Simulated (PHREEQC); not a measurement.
0.044 g of hydrous ferric oxide (600 m²/g; 0.2 weak and 0.005 strong sites per Fe, Dzombak-Morel constants, diffuse double layer) in 1 kg of water with 0.01 mol/kgw of an inert sodium salt and 0.013 mmol/kgw MnCl2, 0.03 mmol/kgw Na2SO4 and 0.0095 mmol/kgw CaCl2, at 25 °C; the pH is set by adding NaOH or the inert anion's acid. The system is closed to oxygen. CO2 from the air is kept out. Nothing may precipitate in this run.

The series has 13 steps of pH, from 4 to 10.

The numbers come from PHREEQC with the ion-association model, wateq4f.dat.

**Question.** Near which pH is half of the Mn sorbed, and on which side is more sorbed?

**Answer.** Near pH 7.9, with more sorbed at higher pH.

**Question.** Near which pH is half of the S sorbed, and on which side is more sorbed?

**Answer.** Near pH 5.6, with more sorbed at lower pH.

**Question.** Near which pH is half of the Ca sorbed, and on which side is more sorbed?

**Answer.** Near pH 9.4, with more sorbed at higher pH.
